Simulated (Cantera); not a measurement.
A perfectly stirred reactor is fed with H2 : O2 : N2 = 1 : 0.312 : 1.17 (molar parts), at 500000 Pa; it is adiabatic with a 350 K inlet, and is followed from long to short residence time, starting on the burning branch (τ in s: 0.09, 0.03, 0.01, 0.0034, 0.0011, 0.00037, 0.00012, 4.2e-05, 1.4e-05, 4.6e-06).

Detailed kinetics in Cantera: GRI-Mech 3.0 (53 species, 325 reactions). The hydrogen kinetics of GRI-Mech 3.0 are dated; newer H2 mechanisms differ, most at raised pressure.

Problem. Predict: blow-out, bracketed by the residence times tried; x(H2) at τ = 90.0 ms; x(O2) at τ = 90.0 ms; x(NO) at τ = 90.0 ms; x(OH) at τ = 90.0 ms; x(HO2) at τ = 90.0 ms; x(H2) at τ = 0.370 ms; x(O2) at τ = 0.370 ms; x(NO) at τ = 0.370 ms; x(OH) at τ = 0.370 ms; x(HO2) at τ = 0.370 ms.

Solution. 
```
Property                                                                           Value
------------------------------------------------  --------------------------------------
blow-out, bracketed by the residence times tried  burning at 4.60 µs, the shortest tried
x(H2) at τ = 90.0 ms                                                               0.173
x(O2) at τ = 90.0 ms                                                             1.20e-5
x(NO) at τ = 90.0 ms                                                             2.74e-5
x(OH) at τ = 90.0 ms                                                            0.000410
x(HO2) at τ = 90.0 ms                                                            8.00e-9
x(H2) at τ = 0.370 ms                                                              0.169
x(O2) at τ = 0.370 ms                                                           0.000482
x(NO) at τ = 0.370 ms                                                            2.03e-5
x(OH) at τ = 0.370 ms                                                            0.00254
x(HO2) at τ = 0.370 ms                                                           1.09e-6
```
